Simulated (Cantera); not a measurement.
A Cantera script and what it prints.

```python
import numpy as np
import cantera as ct

gas_names = """
    F FO FO2 F2 F2O N NF NF2 NF3 NO NO2 NO3 N2 N2O O O2 O3 Si SiF SiF2 SiF3 SiF4 SiN SiO SiO2 Si2 Si2N
    Si3
""".split()
cond_names = """
    Si(cr) Si(L) SiO2(Lqz) SiO2(hqz) SiO2(L) Si2N2O(s) Si3N4(a)
""".split()


# ... load() reads the species with a 1 bar reference pressure and builds the phases ...
atoms = {
    'SiF4': {'Si': 1, 'F': 4},
    'O2': {'O': 2},
    'N2': {'N': 2},
}
top_T = {'Si2N2O(s)': 2100, 'Si3N4(a)': 2400}  # K; cautious upper limits of use, not melting points


# ... equilibrate(T, P, feed) seeds the gas with the atoms and calls Mixture.equilibrate('TP', solver="vcs", rtol=1e-11, max_steps=5000) ...
results = []
feed = {'SiF4': 1, 'O2': 1, 'N2': 1.8}  # mol
T = 1075  # K
P = 47000  # Pa
mix = equilibrate(T, P, feed)
results.append((T, P, feed, dict(zip(mix.species_names, mix.species_moles))))
x = sorted(zip(gas.X, gas.species_names), reverse=True)
print(f"T = {T:g} K  P = {P:g} Pa  gas = {mix.phase_moles(0):.4g} mol")
print("   x: " + "  ".join(f"{s} {v:.3e}" for v, s in x if v > 1e-06))
print("   condensed (mol): " + ("  ".join(f"{mix.phase(i).name} {mix.phase_moles(i):.4g}"
      for i in range(1, mix.n_phases) if mix.phase_moles(i) > 1e-12) or "none"))
```

Result:

```
T = 1075 K  P = 47000 Pa  gas = 3.8 mol
   x: N2 4.737e-01  SiF4 2.632e-01  O2 2.631e-01  NO 5.847e-05  NO2 1.490e-06
   condensed (mol): SiO2(hqz) 1.27e-10
```

Equilibrium computed with Cantera from the NASA thermochemical tables; the gas is ideal and each condensed phase is pure.
